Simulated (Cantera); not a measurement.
A closed system holds: 1 mol BN, 0.14 mol H2O, 6.3 mol N2, 3.6 mol NF3, equilibrated at 0.000120 bar.

Method: chemical equilibrium by Gibbs-energy minimisation in Cantera with the NASA 1993 tables (ideal gas, pure condensed phases). Candidate condensed phases: B, BN, B2O3, B3O3H3, H2O; 62 gas species. Rates play no part. All values below are at 1623 K.

Base state: N2 0.492, F 0.430, BF3 0.0572, HF 0.0160, O2 0.00384, NO 0.000228, O 0.000108 (mole fractions); condensed: gas only.

### Question
What changes in the equilibrium state with this change: H2O from 0.14 to 27 mol?

### Answer
| species | before | after |
|---|---|---|
| H2O | <1e-9 | 0.494 |
| HF | 0.0160 | 0.235 |
| N2 | 0.492 | 0.197 |
| F | 0.430 | 2.15e-6 |
| BOF | 1.42e-8 | 0.0130 |
| BF3 | 0.0572 | 3.83e-7 |
| O2 | 0.00384 | 0.0446 |
| HBO2 | <1e-9 | 0.00985 |
| OH | <1e-9 | 0.00303 |
| H2 | <1e-9 | 0.00185 |
